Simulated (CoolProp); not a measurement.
n-nonane at 519.03 K and 0.338 MPa is throttled through a valve to 0.189 MPa with no heat exchange. Each further row changes one setting.

Computed with CoolProp (reference Helmholtz-energy equation of state, Lemmon 2006). It is a short technical equation, of lower accuracy than the large ones.

```
case                        temperature change (K)  final density (kg/m³)
--------------------------  ----------------------  ---------------------
as stated                               (withheld)                   5.94
outlet pressure 0.0567 MPa              (withheld)             (withheld)
outlet pressure 0.246 MPa                     -1.3             (withheld)
```

Complete the blanks.


- as stated, temperature change (K): -2.1
- outlet pressure 0.0567 MPa, temperature change (K): -3.9
- outlet pressure 0.0567 MPa, final density (kg/m³): 1.72
- outlet pressure 0.246 MPa, final density (kg/m³): 7.86
